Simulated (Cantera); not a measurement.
Cantera with NASA thermochemical tables; ideal gases at 1 bar, condensed phases pure. Values are per mole of reaction as written; species without (g) are pure solids or liquids, kept so even where they would boil at 1 bar.

2 Pb + CF₄(g) = C + 2 PbF₂

```json
[
 {"T (K)": "1425", "ΔH° (kJ)": "-322.2", "ΔS° (J/K)": "-46.6", "ΔG° (kJ)": "-255.9", "log10 K": "9.38"},
 {"T (K)": "1500", "ΔH° (kJ)": "-316.1", "ΔS° (J/K)": "-42.4", "ΔG° (kJ)": "-252.5", "log10 K": "8.79"},
 {"T (K)": "1575", "ΔH° (kJ)": "-310.0", "ΔS° (J/K)": "-38.4", "ΔG° (kJ)": "-249.5", "log10 K": "8.27"},
 {"T (K)": "1650", "ΔH° (kJ)": "?", "ΔS° (J/K)": "?", "ΔG° (kJ)": "?", "log10 K": "?"},
 {"T (K)": "1725", "ΔH° (kJ)": "-297.7", "ΔS° (J/K)": "-31.0", "ΔG° (kJ)": "-244.3", "log10 K": "7.40"},
 {"T (K)": "1800", "ΔH° (kJ)": "?", "ΔS° (J/K)": "?", "ΔG° (kJ)": "?", "log10 K": "?"},
 {"T (K)": "1875", "ΔH° (kJ)": "?", "ΔS° (J/K)": "?", "ΔG° (kJ)": "?", "log10 K": "?"},
 {"T (K)": "1950", "ΔH° (kJ)": "-279.5", "ΔS° (J/K)": "-21.1", "ΔG° (kJ)": "-238.5", "log10 K": "6.39"}
]
```

Complete the blanks.


- 1650, ΔH° (kJ): -303.9
- 1650, ΔS° (J/K): -34.6
- 1650, ΔG° (kJ): -246.8
- 1650, log10 K: 7.81
- 1800, ΔH° (kJ): -291.7
- 1800, ΔS° (J/K): -27.5
- 1800, ΔG° (kJ): -242.1
- 1800, log10 K: 7.03
- 1875, ΔH° (kJ): -285.6
- 1875, ΔS° (J/K): -24.2
- 1875, ΔG° (kJ): -240.2
- 1875, log10 K: 6.69
